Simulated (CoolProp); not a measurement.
Vapour-liquid equilibrium of m-xylene (1) + n-undecane (2) at 405 K; x and y are mole fractions of (1).

Model: multi-fluid Helmholtz-energy mixture model, Zhou 2012 and Aleksandrov 2011; pair parameters Bell 2016, in CoolProp.

```tsv
x	bubble pressure, mixture model (kPa)	bubble pressure, Raoult's law (kPa)	y, mixture model	y, Raoult's law
0.05	18.61	18.82	0.209	0.221
0.15	24.97	25.59	0.469	0.487
0.25	31.37	32.36	?	0.642
0.35	?	39.13	0.729	0.744
0.45	44.50	45.91	0.804	0.815
0.55	51.28	52.68	0.861	0.868
0.65	58.21	59.45	0.905	0.909
0.75	65.28	66.23	0.940	0.942
0.85	72.42	73.00	0.968	0.968
0.95	?	79.77	0.990	0.990
```

Task: What belongs in the gaps?

Result: 
- 0.25, y, mixture model: 0.625
- 0.35, bubble pressure, mixture model (kPa): 37.87
- 0.95, bubble pressure, mixture model (kPa): 79.59

The largest gap from Raoult's law is -3.2 % in bubble pressure, at x = 0.35. No azeotrope shows between x = 0.05 and 0.95.

Pair parameters are fitted to limited data, so mixtures are less certain than the pure fluids.
